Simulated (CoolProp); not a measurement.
A single-stage vapour-compression cycle with R407C: evaporating at 213.15 K (dew point), condensing at 280.15 K (bubble point), superheat 0 K, subcooling 8 K, compressor efficiency 0.85, no pressure losses. Each further row changes one setting.

Model: reference Helmholtz-energy equation of state, Lemmon 2003, in CoolProp. It is a pseudo-pure fit of the blend.

| case | cooling COP | pressure ratio | discharge temperature (K) | refrigerating effect (kJ/kg) | volumetric capacity (kJ/m³) |
|---|---|---|---|---|---|
| as stated | 1.88 | 25.6 | 342.2 | 177 | 243 |
| evaporating temperature 218.15 K | 2.12 | ___ | ___ | 180 | ___ |
| condensing temperature 275.15 K | ___ | ___ | 335.3 | 184 | 252 |
| subcooling 13 K | 1.95 | 25.6 | 342.2 | 184 | 252 |
| superheat 10 K | 1.87 | 25.6 | ___ | 184 | ___ |
| compressor efficiency 0.75 | 1.66 | 25.6 | 355.2 | 177 | 243 |

Fill in the missing entries.


- evaporating temperature 218.15 K, pressure ratio: 18.8
- evaporating temperature 218.15 K, discharge temperature (K): 335.7
- evaporating temperature 218.15 K, volumetric capacity (kJ/m³): 329
- condensing temperature 275.15 K, cooling COP: 2.07
- condensing temperature 275.15 K, pressure ratio: 21.9
- superheat 10 K, discharge temperature (K): 354.1
- superheat 10 K, volumetric capacity (kJ/m³): 240
